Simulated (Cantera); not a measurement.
## Hydrocarbon pyrolysis for carbon deposition

An isothermal, constant-pressure homogeneous reactor starts with 3.33 % C2H6, 96.7 % N2, at 1150 K and 0.0750 Torr.

Detailed kinetics in Cantera: GRI-Mech 3.0 (53 species, 325 reactions). GRI-Mech 3.0 stops at C3 and has no aromatics, soot or wall deposition, so with more carbon than oxygen in the feed, carbon stays in small species such as C2H2 where larger ones or solid carbon would form. Radical loss at walls, strong at low pressure, is not modelled.

```
t (s)      x C2H6     x CH2     x C2H    x C2H4     x CH4     x CH3
--------  -------  --------  --------  --------  --------  --------
0.000500   0.0333    <1e-12    <1e-12    <1e-12  2.93e-12   2.50e-8
0.00161    0.0333    <1e-12    <1e-12    <1e-12  3.08e-11   8.06e-8
0.00519    0.0333    <1e-12    <1e-12  7.62e-12  3.15e-10   2.59e-7
0.0167     0.0333    <1e-12    <1e-12  2.40e-10   3.26e-9   8.33e-7
0.0538     0.0333    <1e-12    <1e-12   7.60e-9   3.36e-8   2.66e-6
0.173      0.0333  1.77e-11    <1e-12   2.42e-7   3.42e-7   8.33e-6
0.558      0.0333  3.33e-10    <1e-12   7.59e-6   3.35e-6   2.46e-5
1.80       0.0331   4.16e-9    <1e-12  0.000182   3.06e-5   6.91e-5
5.79       0.0311   2.77e-8  3.25e-12   0.00185  0.000315  0.000225
18.6       0.0201   8.81e-8  6.07e-11    0.0105   0.00308  0.000493
60.0      0.00203   3.46e-8  3.74e-10    0.0196    0.0107  0.000172
```
x: mole fraction; the columns are a selection and need not sum to one.

Equilibrium at this temperature and pressure: C2H6 3.99e-12, CH2 <1e-12, C2H 4.34e-11, C2H4 2.25e-6, CH4 2.11e-5, CH3 1.19e-8 (gas phase only).
